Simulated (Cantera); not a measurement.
## Catalytic combustion on Pt

An isothermal plug-flow reactor at 550 K and 100000 Pa (inlet), inlet velocity 0.051 m/s, active area per volume 4300 1/m; feed 1.27 % CO, 6.80 % O₂, 91.1 % N₂, 0.876 % H₂O, equivalence ratio 0.093.

Model: Deutschmann's 1995 Pt surface mechanism with GRI-Mech 3.0 gas chemistry, integrated in Cantera. Catalytic surfaces can have several steady states; this one follows from the mechanism file's or the stated starting coverage. Mass transfer to the wall is taken as infinitely fast.

| z (m) | x CO | x O₂ | x H₂O | x CO₂ | θ free Pt | θ O* | θ OH* | θ CO* |
|---|---|---|---|---|---|---|---|---|
| 0.00013 | 0.0126 | 0.0680 | 0.00876 | 8.80e-5 | 0.00256 | 0.00616 | 0.000263 | 0.991 |
| 0.00023 | 0.0125 | 0.0679 | 0.00876 | 0.000156 | 0.00257 | 0.00621 | 0.000265 | 0.991 |
| 0.00041 | 0.0124 | 0.0679 | 0.00876 | 0.000281 | 0.00259 | 0.00630 | 0.000267 | 0.991 |
| 0.00072 | 0.0122 | 0.0678 | 0.00876 | 0.000499 | 0.00262 | 0.00646 | 0.000273 | 0.991 |
| 0.0013 | 0.0118 | 0.0676 | 0.00876 | 0.000923 | 0.00269 | 0.00680 | 0.000284 | 0.990 |
| 0.0023 | 0.0110 | 0.0672 | 0.00877 | 0.00171 | 0.00284 | 0.00754 | 0.000307 | 0.989 |
| 0.0041 | 0.00928 | 0.0664 | 0.00877 | 0.00342 | 0.00327 | 0.00992 | 0.000378 | 0.986 |
| 0.0072 | 0.00406 | 0.0640 | 0.00880 | 0.00868 | 0.00117 | 0.995 | 0.00227 | 0.00116 |
| 0.013 | 0.00370 | 0.0638 | 0.00880 | 0.00904 | 0.000683 | 0.997 | 0.00173 | 0.000360 |
x: gas mole fraction; θ: surface coverage.
